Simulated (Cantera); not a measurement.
What does this Cantera script print?

```python
import numpy as np
import cantera as ct

gas_names = """
    B BH BH2 BH3 BN BO BO2 B2 B2O B2O2 B2O3 B3O3H3 H HBO HBO2 HNO HNO2 HNO3 HO2 H2 H2O H2O2 H3B3O6 N NH
    NH2 NH3 NH2OH NO NO2 NO3 N2 N2H2 N2H4 N2O O OH O2 O3
""".split()
cond_names = """
    B(b) B(L) BN(s) B2O3(L) B3O3H3(cr) H2O(s) H2O(L)
""".split()


# ... load() reads the species with a 1 bar reference pressure and builds the phases ...
atoms = {
    'borazine': {'B': 3, 'N': 3, 'H': 6},
    'O2': {'O': 2},
    'H2': {'H': 2},
}
top_T = {'BN(s)': 3200}  # K; cautious upper limits of use, not melting points


# ... equilibrate(T, P, feed) seeds the gas with the atoms and calls Mixture.equilibrate('TP', solver="vcs", rtol=1e-11, max_steps=5000) ...
results = []
feed = {'borazine': 1, 'O2': 8.1, 'H2': 100}  # mol
P = 120  # Pa
for T in [1473, 1573, 1673, 1773, 1873, 1973, 2073, 2173, 2273, 2373]:
    mix = equilibrate(T, P, feed)
    results.append((T, P, feed, dict(zip(mix.species_names, mix.species_moles))))
    x = sorted(zip(gas.X, gas.species_names), reverse=True)
    print(f"T = {T:g} K  P = {P:g} Pa  gas = {mix.phase_moles(0):.4g} mol")
    print("   x: " + "  ".join(f"{s} {v:.3e}" for v, s in x if v > 1e-06))
    print("   condensed (mol): " + ("  ".join(f"{mix.phase(i).name} {mix.phase_moles(i):.4g}"
          for i in range(1, mix.n_phases) if mix.phase_moles(i) > 1e-12) or "none"))
```

It prints:

```
T = 1473 K  P = 120 Pa  gas = 106 mol
   x: H2 8.609e-01  H2O 9.659e-02  HBO2 2.764e-02  N2 1.415e-02  H 3.389e-04  B2O3 2.706e-04  HBO 1.134e-04  BO 1.211e-06
   condensed (mol): none
T = 1573 K  P = 120 Pa  gas = 106.1 mol
   x: H2 8.601e-01  H2O 9.673e-02  HBO2 2.738e-02  N2 1.414e-02  H 1.089e-03  B2O3 3.462e-04  HBO 2.047e-04  BO 6.096e-06  OH 4.420e-06  BO2 1.537e-06
   condensed (mol): none
T = 1673 K  P = 120 Pa  gas = 106.2 mol
   x: H2 8.581e-01  H2O 9.686e-02  HBO2 2.703e-02  N2 1.413e-02  H 3.045e-03  B2O3 4.267e-04  HBO 3.419e-04  BO 2.509e-05  OH 1.654e-05  BO2 5.636e-06
   condensed (mol): none
T = 1773 K  P = 120 Pa  gas = 106.4 mol
   x: H2 8.536e-01  H2O 9.693e-02  HBO2 2.654e-02  N2 1.410e-02  H 7.588e-03  HBO 5.334e-04  B2O3 5.073e-04  BO 8.708e-05  OH 5.340e-05  BO2 1.777e-05  B2O2 1.333e-06
   condensed (mol): none
T = 1873 K  P = 120 Pa  gas = 106.9 mol
   x: H2 8.444e-01  H2O 9.685e-02  HBO2 2.580e-02  H 1.712e-02  N2 1.403e-02  HBO 7.803e-04  B2O3 5.796e-04  BO 2.606e-04  OH 1.524e-04  BO2 4.920e-05  B2O2 2.406e-06  O 2.340e-06
   condensed (mol): none
T = 1973 K  P = 120 Pa  gas = 108 mol
   x: H2 8.267e-01  H2O 9.644e-02  H 3.542e-02  HBO2 2.465e-02  N2 1.389e-02  HBO 1.067e-03  BO 6.809e-04  B2O3 6.300e-04  OH 3.922e-04  BO2 1.211e-04  O 1.237e-05  B2O2 3.909e-06  NO 1.626e-06
   condensed (mol): none
T = 2073 K  P = 120 Pa  gas = 109.9 mol
   x: H2 7.956e-01  H2O 9.540e-02  H 6.772e-02  HBO2 2.284e-02  N2 1.365e-02  BO 1.559e-03  HBO 1.351e-03  OH 9.236e-04  B2O3 6.384e-04  BO2 2.666e-04  O 5.642e-05  B2O2 5.623e-06  NO 4.541e-06  O2 2.892e-06
   condensed (mol): none
T = 2173 K  P = 120 Pa  gas = 113.2 mol
   x: H2 7.452e-01  H 1.202e-01  H2O 9.314e-02  HBO2 2.013e-02  N2 1.325e-02  BO 3.118e-03  OH 2.012e-03  HBO 1.555e-03  B2O3 5.852e-04  BO2 5.239e-04  O 2.277e-04  O2 1.204e-05  NO 1.165e-05  B2O2 6.963e-06
   condensed (mol): none
T = 2273 K  P = 120 Pa  gas = 118.5 mol
   x: H2 6.704e-01  H 1.986e-01  H2O 8.855e-02  HBO2 1.646e-02  N2 1.265e-02  BO 5.404e-03  OH 4.071e-03  HBO 1.593e-03  BO2 9.106e-04  O 8.275e-04  B2O3 4.684e-04  O2 4.577e-05  NO 2.773e-05  B2O2 7.203e-06
   condensed (mol): none
T = 2373 K  P = 120 Pa  gas = 126.7 mol
   x: H2 5.702e-01  H 3.044e-01  H2O 7.970e-02  HBO2 1.210e-02  N2 1.180e-02  BO 8.108e-03  OH 7.557e-03  O 2.716e-03  HBO 1.431e-03  BO2 1.380e-03  B2O3 3.169e-04  O2 1.575e-04  NO 6.092e-05  B2O2 6.125e-06
   condensed (mol): none
```

These are equilibrium values from Cantera (NASA tables, ideal gas, pure condensed phases), not measurements of a reactor. The feed counts by its element totals alone. Gases not in the tables: H3BO3.
